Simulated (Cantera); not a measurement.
# Thermodynamics of aluminium and copper etching, feed Al + HCl + H2

Feed: 1 mol Al, a varied amount of HCl, 10 mol H2, held at 1425 K and 6100 Pa.

Cantera equilibrium calculation (NASA polynomials, part measured and part estimated; ideal gas, pure solids and liquids). Candidate condensed phases: Al, AlCl3; 12 gas species. The tables' values for AlCl2 are old estimates; treat these amounts as uncertain. Kinetics and transport are ignored.

```csv
n(HCl) (mol),x H2,x HCl,x AlCl,x AlCl3,x AlCl2,x Al,x H,x AlH,n Al(l)
1,0.913,0.000155,0.0861,1.57e-5,0.000360,5.89e-5,2.64e-5,2.28e-5,0.00534
1.7,0.909,0.00714,0.0531,0.0207,0.0103,7.87e-7,2.63e-5,3.04e-7,0
2.3,0.905,0.0134,0.0299,0.0410,0.0108,2.36e-7,2.63e-5,9.10e-8,0
3,0.893,0.0279,0.0101,0.0611,0.00768,3.80e-8,2.61e-5,1.46e-8,0
3.6,0.869,0.0554,0.00279,0.0689,0.00429,5.21e-9,2.57e-5,1.97e-9,0
4.3,0.830,0.0981,0.000855,0.0691,0.00238,8.82e-10,2.52e-5,3.25e-10,0
4.9,0.796,0.134,0.000427,0.0673,0.00166,3.15e-10,2.46e-5,1.14e-10,0
5.6,0.760,0.174,0.000234,0.0647,0.00120,1.30e-10,2.41e-5,4.61e-11,0
6.2,0.731,0.205,0.000156,0.0625,0.000966,7.24e-11,2.36e-5,2.51e-11,0
```
x: gas mole fraction; n: condensed amount in mol.

At 1 mol HCl the condensed part is Al(l). From 1.7 mol HCl to 6.2 mol HCl nothing is condensed. The main Al-bearing gas is AlCl at 1 mol HCl and AlCl3 at 6.2 mol HCl.
